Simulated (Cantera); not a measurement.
A diamond (100) surface in a fixed gas of H2 with x(CH4) = 0.0029, x(H) = 0.037, at 1300 K, 0.0207 atm; coverages are run to steady state.

Cantera simulation using the Harris–Goodwin 1993 mechanism for the reconstructed diamond (100) surface; the numbers are that mechanism's predictions, not measurements.

One state of this run: growth (µm/h) = 3.33; θ c6HH = 0.376; θ c6H* = 0.0495; θ c6*H = 0.527; θ c6** = 0.0471; θ c6HM = 0.000384. θ: site fractions in the mechanism's names (c6HH fully hydrogenated, c6H* and c6*H radical sites, c6** diradical, c6HM methylated).

Q: Which value of x(CH3) does it belong to?
(A) 0.00043
(B) 4.5e-06
(C) 2.1e-06
(D) 9.4e-05

A: A, 0.00043
